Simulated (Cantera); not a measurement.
Cantera run:

```python
import numpy as np
import cantera as ct

gas_names = """
    H HO2 H2 H2O H2O2 O OH O2 O3 Zr ZrO ZrO2
""".split()
cond_names = """
    H2O(s) H2O(L) Zr(a) Zr(b) Zr(L) ZrO2(a) ZrO2(b) ZrO2(L)
""".split()


# ... load() reads the species with a 1 bar reference pressure and builds the phases ...
atoms = {
    'Zr': {'Zr': 1},
    'H2O': {'H': 2, 'O': 1},
    'H2': {'H': 2},
}
top_T = {}  # K; cautious upper limits of use, not melting points


# ... equilibrate(T, P, feed) seeds the gas with the atoms and calls Mixture.equilibrate('TP', solver="vcs", rtol=1e-11, max_steps=5000) ...
results = []
T = 1800  # K
P = 10000  # Pa
for m in [0.43, 0.72, 1, 1.3, 1.6, 1.9, 2.1, 2.4]:
    feed = {'Zr': 1, 'H2O': m, 'H2': 6.9}  # mol
    mix = equilibrate(T, P, feed)
    results.append((T, P, feed, dict(zip(mix.species_names, mix.species_moles))))

top = {s: max(r[3][s] / sum(r[3][g] for g in gas_names) for r in results) for s in gas_names}
cols = sorted((s for s in top if top[s] > 0.001), key=lambda s: -top[s])[:5]
seen = [c for c in cond_names if any(r[3].get(c, 0) > 1e-12 for r in results)]
print("log10 of partial pressures in bar; condensed amounts in mol")
print(f"{'n(H2O)':>10s}" + "".join(f"{s[:9]:>10s}" for s in cols + seen))
for T, P, feed, n in results:
    ng = sum(n[g] for g in gas_names)
    print(f"{feed['H2O']:10.4g}" + "".join(f"{np.log10(max(n[s] / ng * P / 1e5, 1e-99)):10.3f}" for s in cols)
          + "".join(f"{n.get(c, 0):10.4g}" for c in seen))
```

Result:

```
log10 of partial pressures in bar; condensed amounts in mol
    n(H2O)        H2       H2O         H     Zr(b)   ZrO2(b)
      0.43    -1.000    -7.810    -3.946     0.785     0.215
      0.72    -1.000    -7.810    -3.946      0.64      0.36
         1    -1.000    -7.810    -3.946       0.5       0.5
       1.3    -1.000    -7.810    -3.946      0.35      0.65
       1.6    -1.000    -7.810    -3.946       0.2       0.8
       1.9    -1.000    -7.810    -3.946      0.05      0.95
       2.1    -1.005    -2.955    -3.949         0         1
       2.4    -1.020    -2.367    -3.956         0         1
```

Equilibrium computed with Cantera from the NASA thermochemical tables; the gas is ideal and each condensed phase is pure. Mutual solubility and eutectic melting of coexisting phases are not modelled. Condensed phases not in the tables: N, O or C dissolved in the metal.
